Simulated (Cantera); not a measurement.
A freely propagating, adiabatic, planar premixed flame of H2 : O2 : N2 = 1 : 0.82 : 3.08 (molar parts), unburnt at 623 K and 0.920 bar; mixture-averaged transport, grid criteria slope 0.08 and curve 0.16, no radiation.

Model: the H2/O2 subset of GRI-Mech 3.0, which has no nitrogen chemistry, integrated in Cantera. Burning velocities carry a grid error of a few per cent, more on coarse grids. Lean hydrogen flames are cellular in practice and burn faster than this planar one.

Task: Predict: laminar burning velocity; thermal thickness; peak x(O); peak x(H2O2); peak x(H).

Result: 
```
Item                        Result
------------------------  --------
laminar burning velocity  493 cm/s
thermal thickness         0.489 mm
peak x(O)                   0.0130
peak x(H2O2)               1.50e-5
peak x(H)                   0.0251
```
